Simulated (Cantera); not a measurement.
Input (Python, Cantera) and output of one run.

```python
import numpy as np
import cantera as ct

gas_names = """
    C CH CH2 CH3 CH2OH CH3O CH4 CH3OH CN CO CO2 COOH C2 C2H CHCO,ketyl C2H2,acetylene C2H2,vinylidene
    CH2CO,ketene C2H3,vinyl CH3CN CH3CO,acetyl C2H4 C2H4O,ethylen CH3CHO,ethanal CH3COOH (HCOOH)2 C2H5
    C2H6 CH3OCH3 C2H5OH CCN CNC C2N2 C2O C3 C3H3,propargyl C3H4,allene C3H4,propyne C3H4,cyclo-
    C3H5,allyl C3H6,propylene C3H6,cyclo- C3H6O C3H7,n-propyl C3H7,i-propyl C3H8 C3H8O,1propanol
    C3H8O,2propanol C3O2 C4 C4H2 C4H4,1,3-cyclo- C4H6,butadiene C4H6,2-butyne C4H6,cyclo- C4H8,1-butene
    C4H8,cis2-buten C4H8,tr2-butene C4H8,isobutene C4H8,cyclo- (CH3COOH)2 C4H9,n-butyl C4H9,i-butyl
    C4H9,s-butyl C4H9,t-butyl C4H10,isobutane C4H10,n-butane C4N2 C5 C5H6,1,3cyclo- C5H8,cyclo-
    C5H10,1-pentene C5H10,cyclo- C5H11,pentyl C5H11,t-pentyl C5H12,n-pentane C5H12,i-pentane
    CH3C(CH3)2CH3 C6H2 C6H5,phenyl C6H5O,phenoxy C6H6 C6H5OH,phenol C6H10,cyclo- C6H12,1-hexene
    C6H12,cyclo- C6H13,n-hexyl C7H7,benzyl C7H8 C7H8O,cresol C7H14,1-heptene C7H15,n-heptyl
    C7H16,n-heptane C8H8,styrene C8H10,ethylbenz C8H16,1-octene C8H17,n-octyl C8H18,isooctane
    C8H18,n-octane C9H19,n-nonyl C10H8,naphthale C10H21,n-decyl C12H9,o-bipheny C12H10,bipheny H HCN HCO
    HCCN HNC HNCO HNO HNO2 HNO3 HO2 H2 HCHO,formaldehy HCOOH H2O H2O2 N NCO NH NH2 NH3 NH2OH NO NO2 NO3
    N2 N2H2 N2H4 N2O O OH O2 O3
""".split()
cond_names = """
    C(gr) C6H6(L) C7H8(L) C8H18(L),n-octa H2O(s) H2O(L)
""".split()


def load(file, names, dense=False):
    # The tables refer to 1 bar. Condensed volumes are neglected.
    table = {s.name: s for s in ct.Species.list_from_file(file)}
    out = []
    for n in names:
        d = dict(table[n].input_data)
        d["thermo"] = dict(d["thermo"], **{"reference-pressure": 1e5})
        if dense:
            d["equation-of-state"] = {"model": "constant-volume", "density": "1e6 g/cm^3"}
        out.append(ct.Species.from_dict(d))
    return out


gas = ct.Solution(thermo="ideal-gas", species=load("nasa_gas.yaml", gas_names))
cond = {s.name: ct.Solution(thermo="fixed-stoichiometry", species=[s], name=s.name)
        for s in load("nasa_condensed.yaml", cond_names, dense=True)}
atoms = {
    'acetone': {'C': 3, 'H': 6, 'O': 1},
    'NH3': {'N': 1, 'H': 3},
    'H2': {'H': 2},
}
top_T = {'C(gr)': 4500}  # K; cautious upper limits of use, not melting points


def equilibrate(T, P, feed):
    n = {}
    for name, mol in feed.items():
        for a, k in atoms[name].items():
            n[a] = n.get(a, 0.0) + k * mol
    gas.TPX = T, P, n
    mass = sum(n.values()) * gas.mean_molecular_weight
    gas.equilibrate("TP")
    valid = [c for c in cond.values() if c.min_temp <= T <= top_T.get(c.name, c.max_temp)]
    mix = ct.Mixture([(gas, mass / gas.mean_molecular_weight)] + [(c, 0.0) for c in valid])
    mix.T, mix.P = T, P
    mix.equilibrate("TP", solver="vcs", rtol=1e-11, max_steps=5000)
    return mix


results = []
feed = {'acetone': 1, 'NH3': 2, 'H2': 25}  # mol
P = 10000  # Pa
for T in [900, 975, 1050, 1125, 1200, 1275, 1350, 1425, 1500, 1575, 1650, 1725, 1800, 1875]:
    mix = equilibrate(T, P, feed)
    results.append((T, P, feed, dict(zip(mix.species_names, mix.species_moles))))

top = {s: max(r[3][s] / sum(r[3][g] for g in gas_names) for r in results) for s in gas_names}
cols = sorted((s for s in top if top[s] > 1e-05), key=lambda s: -top[s])[:5]
seen = [c for c in cond_names if any(r[3].get(c, 0) > 1e-12 for r in results)]
print("log10 of partial pressures in bar; condensed amounts in mol")
print(f"{'T/K':>10s}" + "".join(f"{s[:9]:>10s}" for s in cols + seen))
for T, P, feed, n in results:
    ng = sum(n[g] for g in gas_names)
    print(f"{T:10.4g}" + "".join(f"{np.log10(max(n[s] / ng * P / 1e5, 1e-99)):10.3f}" for s in cols)
          + "".join(f"{n.get(c, 0):10.4g}" for c in seen))
```

Output:

```
log10 of partial pressures in bar; condensed amounts in mol
       T/K        H2        N2        CO       CH4       H2O     C(gr)
       900    -1.040    -2.505    -2.602    -2.586    -3.256     1.359
       975    -1.033    -2.513    -2.539    -2.966    -3.793     1.703
      1050    -1.030    -2.516    -2.524    -3.301    -4.295     1.853
      1125    -1.028    -2.517    -2.520    -3.597    -4.740     1.923
      1200    -1.028    -2.518    -2.519    -3.857    -5.133     1.956
      1275    -1.028    -2.518    -2.519    -4.088    -5.480     1.973
      1350    -1.027    -2.519    -2.519    -4.294    -5.788     1.982
      1425    -1.027    -2.519    -2.518    -4.479    -6.063     1.986
      1500    -1.027    -2.520    -2.518    -4.645    -6.311     1.986
      1575    -1.027    -2.521    -2.519    -4.795    -6.535     1.984
      1650    -1.027    -2.522    -2.519    -4.931    -6.738     1.978
      1725    -1.028    -2.524    -2.519    -5.056    -6.922     1.967
      1800    -1.028    -2.526    -2.519    -5.170    -7.092     1.952
      1875    -1.029    -2.530    -2.519    -5.275    -7.247     1.929
```

These are equilibrium values from Cantera (NASA tables, ideal gas, pure condensed phases), not measurements of a reactor. The feed counts by its element totals alone.
